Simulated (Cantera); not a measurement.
Feed: 1 mol MgCO₃, 0.74 mol SO₂, 4.5 mol H₂O, held at 46.0 mbar.

These are equilibrium values from Cantera (NASA tables, ideal gas, pure condensed phases), not measurements of a reactor. Candidate condensed phases: C, C₆H₆, C₇H₈, C₈H₁₈, H₂O, H₂SO₄, Mg, MgCO₃, MgO, Mg(OH)₂, MgS, MgSO₄, S; 130 gas species. Kinetics and transport are ignored.

Question: At 1300 K, list the 6 most abundant gas species with their mole fractions, and the condensed phases.

Answer: H₂O 0.721, CO₂ 0.160, SO₂ 0.119, H₂ 5.46e-5, O₂ 2.85e-5, CO 2.14e-5. Condensed: MgO(s).
